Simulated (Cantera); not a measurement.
Cantera run:

```python
import numpy as np
import cantera as ct

gas_names = """
    Cu CuF CuF2 Cu2 F F2 H HF H2 H2F2 H3F3 H4F4 H5F5 H6F6 H7F7
""".split()
cond_names = """
    Cu(cr) Cu(L) CuF2(s) CuF2(L)
""".split()


def load(file, names, dense=False):
    # The tables refer to 1 bar. Condensed volumes are neglected.
    table = {s.name: s for s in ct.Species.list_from_file(file)}
    out = []
    for n in names:
        d = dict(table[n].input_data)
        d["thermo"] = dict(d["thermo"], **{"reference-pressure": 1e5})
        if dense:
            d["equation-of-state"] = {"model": "constant-volume", "density": "1e6 g/cm^3"}
        out.append(ct.Species.from_dict(d))
    return out


gas = ct.Solution(thermo="ideal-gas", species=load("nasa_gas.yaml", gas_names))
cond = {s.name: ct.Solution(thermo="fixed-stoichiometry", species=[s], name=s.name)
        for s in load("nasa_condensed.yaml", cond_names, dense=True)}
atoms = {
    'Cu': {'Cu': 1},
    'HF': {'H': 1, 'F': 1},
}
top_T = {}  # K; cautious upper limits of use, not melting points


def equilibrate(T, P, feed):
    n = {}
    for name, mol in feed.items():
        for a, k in atoms[name].items():
            n[a] = n.get(a, 0.0) + k * mol
    gas.TPX = T, P, n
    mass = sum(n.values()) * gas.mean_molecular_weight
    gas.equilibrate("TP")
    valid = [c for c in cond.values() if c.min_temp <= T <= top_T.get(c.name, c.max_temp)]
    mix = ct.Mixture([(gas, mass / gas.mean_molecular_weight)] + [(c, 0.0) for c in valid])
    mix.T, mix.P = T, P
    mix.equilibrate("TP", solver="vcs", rtol=1e-11, max_steps=5000)
    return mix


results = []
feed = {'Cu': 1, 'HF': 11}  # mol
T = 1375  # K
for P in [1, 10, 100, 1000, 10000, 100000]:
    mix = equilibrate(T, P, feed)
    results.append((T, P, feed, dict(zip(mix.species_names, mix.species_moles))))
    x = sorted(zip(gas.X, gas.species_names), reverse=True)
    print(f"T = {T:g} K  P = {P:g} Pa  gas = {mix.phase_moles(0):.4g} mol")
    print("   x: " + "  ".join(f"{s} {v:.3e}" for v, s in x if v > 1e-05))
    print("   condensed (mol): " + ("  ".join(f"{mix.phase(i).name} {mix.phase_moles(i):.4g}"
          for i in range(1, mix.n_phases) if mix.phase_moles(i) > 1e-12) or "none"))
```

It prints:

```
T = 1375 K  P = 1 Pa  gas = 11.95 mol
   x: HF 9.119e-01  Cu 7.486e-02  CuF 8.819e-03  H2 4.374e-03  H 7.166e-05  Cu2 1.098e-05
   condensed (mol): none
T = 1375 K  P = 10 Pa  gas = 11.12 mol
   x: HF 9.849e-01  Cu 8.228e-03  CuF 4.582e-03  H2 2.283e-03  H 1.637e-05
   condensed (mol): Cu(L) 0.8576
T = 1375 K  P = 100 Pa  gas = 11.02 mol
   x: HF 9.960e-01  CuF 2.141e-03  H2 1.069e-03  Cu 8.228e-04
   condensed (mol): Cu(L) 0.9673
T = 1375 K  P = 1000 Pa  gas = 11.01 mol
   x: HF 9.984e-01  CuF 9.951e-04  H2 4.975e-04  Cu 8.228e-05
   condensed (mol): Cu(L) 0.9881
T = 1375 K  P = 10000 Pa  gas = 11 mol
   x: HF 9.993e-01  CuF 4.617e-04  H2 2.315e-04
   condensed (mol): Cu(L) 0.9948
T = 1375 K  P = 100000 Pa  gas = 11 mol
   x: HF 9.997e-01  CuF 2.136e-04  H2 1.083e-04  H2F2 1.559e-05
   condensed (mol): Cu(L) 0.9976
```

Cantera equilibrium calculation (NASA polynomials, part measured and part estimated; ideal gas, pure solids and liquids).
